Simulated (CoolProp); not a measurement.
Vapour-liquid equilibrium of R114 (1) + R113 (2) at 14.15 °C; x and y are mole fractions of (1).

Model: multi-fluid Helmholtz-energy mixture model, Platzer 1990 and Marx 1992; pair parameters Bell 2016, in CoolProp. This equation is an older, rougher fit; its heat capacities, sound speeds and derivatives of the liquid may be far off and weren't checked against measurements.

```csv
x,"bubble pressure, mixture model (kPa)","bubble pressure, Raoult's law (kPa)","y, mixture model","y, Raoult's law"
0.05,34.62,34.71,0.210,0.215
0.15,46.64,46.74,0.472,0.478
0.25,58.79,58.78,___,0.634
0.35,70.96,70.81,0.731,0.737
0.45,83.07,82.84,0.804,0.809
0.55,95.09,94.87,0.858,0.864
0.65,___,106.9,0.901,0.906
0.75,118.9,118.9,0.935,0.940
0.85,130.8,131.0,___,0.967
0.95,142.9,143.0,0.989,0.990
```

Problem. Complete the blanks.

Solution. 
- 0.25, y, mixture model: 0.628
- 0.65, bubble pressure, mixture model (kPa): 107.0
- 0.85, y, mixture model: 0.964

The largest gap from Raoult's law is +0.3 % in bubble pressure, at x = 0.45. No azeotrope shows between x = 0.05 and 0.95.

The pair parameters rest on a limited set of measurements; away from them the model extrapolates.
